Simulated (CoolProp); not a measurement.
Vapour pressure (MPa) of tetrahydrofuran: the reference equation beside estimates from Tc = 540.2 K, pc = 5.304 MPa, ω = 0.234. Clausius-Clapeyron is anchored at 347.1 K with a constant enthalpy of vaporisation of 29.59 kJ/mol.

Computed with CoolProp (reference Helmholtz-energy equation of state, Fiedler 2023).

| T (K) | reference | Lee-Kesler | Clausius-Clapeyron | van der Waals | Redlich-Kwong | Soave-Redlich-Kwong | Peng-Robinson |
|---|---|---|---|---|---|---|---|
| 320.6 | 0.05345 | 0.05161 | 0.05593 | 0.4325 | 0.09676 | 0.05206 | 0.05332 |
| 333.8 | 0.08513 | 0.08298 | 0.08675 | 0.5450 | 0.1470 | 0.08341 | ___ |
| 347.1 | 0.1305 | 0.1283 | 0.1305 | 0.6768 | 0.2154 | 0.1287 | 0.1297 |
| 360.3 | 0.1924 | 0.1907 | ___ | 0.8271 | 0.3043 | 0.1908 | ___ |
| 373.5 | 0.2749 | 0.2743 | 0.2694 | 0.9981 | 0.4176 | 0.2742 | 0.2736 |
| 386.7 | ___ | 0.3834 | 0.3729 | 1.191 | 0.5587 | 0.3832 | 0.3810 |
| 399.9 | 0.5183 | 0.5224 | 0.5052 | 1.406 | 0.7311 | 0.5226 | 0.5181 |
| 413.1 | 0.6882 | 0.6961 | 0.6714 | 1.645 | 0.9380 | 0.6973 | 0.6899 |
| 426.3 | 0.8967 | 0.9091 | 0.8766 | 1.909 | 1.183 | 0.9127 | 0.9017 |
| 439.5 | ___ | 1.167 | 1.126 | ___ | 1.469 | 1.174 | 1.159 |
| 452.8 | 1.453 | 1.477 | 1.429 | 2.515 | 1.801 | 1.490 | 1.470 |

**Question.** Fill in the missing entries.

**Answer.** 
- 333.8, Peng-Robinson: 0.08471
- 360.3, Clausius-Clapeyron: 0.1900
- 360.3, Peng-Robinson: 0.1913
- 386.7, reference: 0.3821
- 439.5, reference: 1.149
- 439.5, van der Waals: 2.197

Absolute difference from the reference over all 11 rows, mean and median: Lee-Kesler 1.4 and 1.4 %, Clausius-Clapeyron 2.1 and 2.0 %, van der Waals 278.2 and 211.7 %, Redlich-Kwong 48.7 and 46.2 %, Soave-Redlich-Kwong 1.5 and 1.4 %, Peng-Robinson 0.5 and 0.5 %.
